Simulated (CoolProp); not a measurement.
Vapour-liquid equilibrium of nitrogen (1) + oxygen (2) at 2.47 bar; x and y are mole fractions of (1).

Model: multi-fluid Helmholtz-energy mixture model, Span 2000 and Schmidt 1985; pair parameters Gernert 2013, in CoolProp.

| x | bubble temperature (°C) | y at the bubble point | dew temperature at overall composition x (°C) | liquid density (mol/L) |
|---|---|---|---|---|
| 0.05 | -174.9 | 0.149 | -173.9 | 33.87 |
| 0.125 | -176.6 | 0.322 | -174.6 | 33.41 |
| 0.2 | -178.2 | 0.452 | -175.4 | 32.93 |
| 0.275 | -179.5 | 0.554 | -176.1 | 32.42 |
| 0.35 | -180.6 | 0.637 | -177.0 | 31.90 |
| 0.425 | -181.6 | 0.705 | -177.8 | 31.37 |
| 0.5 | -182.6 | 0.762 | -178.8 | 30.84 |
| 0.575 | -183.4 | 0.811 | -179.7 | 30.32 |
| 0.65 | -184.2 | 0.854 | -180.8 | 29.79 |
| 0.725 | -185.0 | 0.892 | -182.0 | 29.26 |
| 0.8 | -185.7 | 0.926 | -183.2 | 28.74 |
| 0.875 | -186.3 | 0.956 | -184.6 | 28.21 |
| 0.95 | -186.9 | 0.984 | -186.2 | 27.70 |

No azeotrope shows between x = 0.05 and 0.95.

Pair parameters are fitted to limited data, so mixtures are less certain than the pure fluids.
